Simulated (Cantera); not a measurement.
**Thermodynamics of carbothermic reduction, feed PbO + CO + H2**

Input: 1 mol PbO, 17 mol CO, 6.7 mol H2, held at 19000 Pa.

Method: chemical equilibrium by Gibbs-energy minimisation in Cantera with the NASA 1993 tables (ideal gas, pure condensed phases). Candidate condensed phases: C, C6H6, C7H8, C8H18, H2O, Pb, PbO, PbO2, Pb3O4; 113 gas species. Equilibrium is a limit: real reactors are often held back by kinetics, nucleation or transport.

| T (°C) | log p CO | log p H2 | log p Pb | log p H2O | log p CO2 | n Pb(l) |
|---|---|---|---|---|---|---|
| 1050 | -0.89 | -1.31 | -2.45 | -2.49 | -2.34 | 0.553 |
| 1100 | -0.90 | -1.31 | -2.19 | -2.47 | -2.36 | 0.172 |
| 1150 | -0.90 | -1.32 | -2.11 | -2.45 | -2.38 | 0 |
| 1200 | -0.90 | -1.32 | -2.11 | -2.43 | -2.40 | 0 |
| 1250 | -0.90 | -1.32 | -2.11 | -2.41 | -2.42 | 0 |
| 1300 | -0.90 | -1.32 | -2.11 | -2.40 | -2.43 | 0 |
| 1350 | -0.90 | -1.32 | -2.11 | -2.38 | -2.45 | 0 |
| 1400 | -0.90 | -1.33 | -2.11 | -2.37 | -2.46 | 0 |
| 1450 | -0.89 | -1.33 | -2.11 | -2.36 | -2.48 | 0 |
| 1500 | -0.89 | -1.33 | -2.11 | -2.35 | -2.49 | 0 |
| 1550 | -0.89 | -1.33 | -2.11 | -2.34 | -2.50 | 0 |
| 1600 | -0.89 | -1.33 | -2.11 | -2.34 | -2.51 | 0 |
| 1650 | -0.89 | -1.33 | -2.11 | -2.33 | -2.52 | 0 |
log p: log10 of the partial pressure in bar; n: condensed amount in mol.

From 1050 °C to 1100 °C the condensed part is Pb(l). From 1150 °C to 1650 °C nothing is condensed. The main Pb-bearing gas is Pb throughout.
